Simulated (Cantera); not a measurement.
Charge: 1 mol ZrO2, 88 mol H2, 7.4 mol H2O, equilibrated at 15.8 Torr.

Cantera equilibrium calculation (NASA polynomials, part measured and part estimated; ideal gas, pure solids and liquids). Candidate condensed phases: H2O, Zr, ZrO2; 12 gas species. Kinetics and transport are ignored.

Question: Which condensed phases are stable at each of these points (T (K)): 1323, 1398, 1473, 1548, 1623, 1698, 1773, 1848, 1923, 1998, 2073, 2148, 2223?

Answer: 
```tsv
T (K)	condensed phases	Zr condensed (%)
1323	ZrO2(monoclinic)	100.0
1398	ZrO2(monoclinic)	100.0
1473	ZrO2(monoclinic)	100.0
1548	ZrO2(tetragonal)	100.0
1623	ZrO2(tetragonal)	100.0
1698	ZrO2(tetragonal)	100.0
1773	ZrO2(tetragonal)	100.0
1848	ZrO2(tetragonal)	100.0
1923	ZrO2(tetragonal)	100.0
1998	ZrO2(tetragonal)	100.0
2073	ZrO2(tetragonal)	100.0
2148	ZrO2(tetragonal)	100.0
2223	ZrO2(tetragonal)	100.0
```

From 1323 K to 1473 K the condensed part is ZrO2(monoclinic). From 1548 K to 2223 K the condensed part is ZrO2(tetragonal).
